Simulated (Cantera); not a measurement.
A freely propagating, adiabatic, planar premixed flame of 27.7 % H₂, 14.8 % O₂, 55.5 % N₂, 2.05 % H₂O, unburnt at 475 K and 9.87 atm; mixture-averaged transport, grid criteria slope 0.08 and curve 0.16, no radiation.

Model: the H2/O2 subset of GRI-Mech 3.0, which has no nitrogen chemistry, integrated in Cantera. The hydrogen kinetics of GRI-Mech 3.0 are dated; newer H2 mechanisms differ, most at raised pressure. Burning velocities carry a grid error of a few per cent, more on coarse grids.

x: mole fraction of selected species; z is measured from the peak of heat release.

```json
[
 {"z (mm)": "-0.0779", "T (K)": "475", "u (m/s)": "2.70", "x H₂": "0.277", "x O₂": "0.148", "x OH": "<1e-8", "x H": "<1e-8", "x H₂O": "0.0205", "x H₂O₂": "<1e-8"},
 {"z (mm)": "-0.0519", "T (K)": "475", "u (m/s)": "2.70", "x H₂": "0.276", "x O₂": "0.148", "x OH": "<1e-8", "x H": "<1e-8", "x H₂O": "0.0206", "x H₂O₂": "3.45e-8"},
 {"z (mm)": "-0.0390", "T (K)": "476", "u (m/s)": "2.70", "x H₂": "0.273", "x O₂": "0.148", "x OH": "<1e-8", "x H": "<1e-8", "x H₂O": "0.0207", "x H₂O₂": "[?]"},
 {"z (mm)": "-0.0260", "T (K)": "487", "u (m/s)": "2.72", "x H₂": "0.262", "x O₂": "0.150", "x OH": "<1e-8", "x H": "<1e-8", "x H₂O": "0.0216", "x H₂O₂": "3.52e-6"},
 {"z (mm)": "-0.0130", "T (K)": "625", "u (m/s)": "3.33", "x H₂": "0.215", "x O₂": "0.154", "x OH": "1.61e-5", "x H": "5.88e-6", "x H₂O": "0.0365", "x H₂O₂": "0.000105"},
 {"z (mm)": "-0.00649", "T (K)": "982", "u (m/s)": "5.04", "x H₂": "0.162", "x O₂": "0.139", "x OH": "0.000661", "x H": "0.000808", "x H₂O": "0.0842", "x H₂O₂": "0.000242"},
 {"z (mm)": "0", "T (K)": "1445", "u (m/s)": "7.29", "x H₂": "0.103", "x O₂": "0.102", "x OH": "0.00265", "x H": "0.00556", "x H₂O": "0.163", "x H₂O₂": "5.66e-5"},
 {"z (mm)": "0.00649", "T (K)": "[?]", "u (m/s)": "8.85", "x H₂": "[?]", "x O₂": "[?]", "x OH": "[?]", "x H": "0.0103", "x H₂O": "[?]", "x H₂O₂": "[?]"},
 {"z (mm)": "0.0130", "T (K)": "1945", "u (m/s)": "9.73", "x H₂": "0.0364", "x O₂": "0.0425", "x OH": "0.0104", "x H": "0.0108", "x H₂O": "0.265", "x H₂O₂": "4.41e-6"},
 {"z (mm)": "0.0260", "T (K)": "2124", "u (m/s)": "10.6", "x H₂": "0.0224", "x O₂": "0.0282", "x OH": "0.0130", "x H": "0.00753", "x H₂O": "0.291", "x H₂O₂": "2.85e-6"},
 {"z (mm)": "0.0519", "T (K)": "2263", "u (m/s)": "11.2", "x H₂": "0.0148", "x O₂": "0.0221", "x OH": "0.0117", "x H": "0.00361", "x H₂O": "0.307", "x H₂O₂": "1.89e-6"},
 {"z (mm)": "0.104", "T (K)": "2352", "u (m/s)": "11.6", "x H₂": "0.00893", "x O₂": "0.0189", "x OH": "0.00923", "x H": "0.00147", "x H₂O": "0.319", "x H₂O₂": "1.29e-6"},
 {"z (mm)": "0.208", "T (K)": "2399", "u (m/s)": "11.8", "x H₂": "0.00521", "x O₂": "0.0172", "x OH": "0.00725", "x H": "0.000628", "x H₂O": "0.326", "x H₂O₂": "9.48e-7"}
]
```

Question: What belongs in the gaps?

Answer: 
- -0.0390, x H₂O₂: 1.97e-7
- 0.00649, T (K): 1764
- 0.00649, x H₂: 0.0585
- 0.00649, x O₂: 0.0641
- 0.00649, x OH: 0.00661
- 0.00649, x H₂O: 0.230
- 0.00649, x H₂O₂: 6.68e-6
